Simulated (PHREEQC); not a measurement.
CaCl2 is added in steps, without added water, to 1 kg of water holding 9.8 mmol/kgw ZnSO4 and 31 mmol/kgw H2SO4, at 20 °C. O2 is buffered at 0.21 atm. The system is closed to CO2. Solids allowed: Gypsum, Zn(OH)2(e). Others were left out.

Base run: PHREEQC, ion-association model, phreeqc.dat. Each further column changes one thing. The table gives Ca+2 (mol/kgw).

```
CaCl2 added (mol)     base  ZnSO4 from 0.0098 to 0.00196 mol/kgw  H2SO4 left out  H2SO4 from 0.031 to 0.0279 mol/kgw  no solid may form
-----------------  -------  ------------------------------------  --------------  ----------------------------------  -----------------
0                        0                                     0               0                                   0                  0
0.01025            0.00708                               0.00728         0.00849                             0.00716            0.00708
0.0205              0.0149                                0.0154          0.0178                              0.0151             0.0149
0.03075             0.0194                                0.0219          0.0275                              0.0200             0.0232
0.041               0.0250                                0.0284          0.0373                              0.0259             0.0319
0.05125             0.0315                                0.0358          0.0473                              0.0328             0.0408
0.0615              0.0389                                0.0439          0.0573                              0.0404             0.0499
0.07175             0.0470                                0.0525          0.0672                              0.0487             0.0591
0.082               0.0555                                0.0614          0.0770                              0.0574             0.0685
```

 In at least one series the solution becomes supersaturated in solids that the run did not let form, among them Gypsum.
